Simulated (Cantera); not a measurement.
A perfectly stirred reactor is fed with H₂ : O₂ = 0.44 : 0.51 (molar parts), equivalence ratio 0.43, at 20.0 Torr; it is held at 1425 K, and followed from long to short residence time.

Cantera simulation using GRI-Mech 3.0 (53 species, 325 reactions); the numbers are that mechanism's predictions, not measurements. Radical loss at walls, strong at low pressure, is not modelled. The temperature is held fixed by assumption; the heat of reaction is taken as removed at once.

x: mole fraction; the columns are a selection and need not sum to one.

```
τ (s)      x H₂   x O₂    x HO₂      x O     x OH
------  -------  -----  -------  -------  -------
0.38    0.00267  0.393        …  0.00336  0.00693
0.22    0.00382  0.392        …  0.00484  0.00830
0.13    0.00538  0.390        …  0.00686  0.00985
0.078   0.00746  0.388        …  0.00959   0.0116
0.046    0.0104  0.386  1.46e-5   0.0135   0.0137
0.027    0.0143  0.382  1.55e-5   0.0190   0.0160
0.016    0.0193  0.377  1.59e-5   0.0261   0.0185
0.0095   0.0254  0.371  1.58e-5   0.0354   0.0211
```

Q: Complete the blanks.

A: 
- 0.38, x HO₂: 8.55e-6
- 0.22, x HO₂: 1.03e-5
- 0.13, x HO₂: 1.19e-5
- 0.078, x HO₂: 1.34e-5
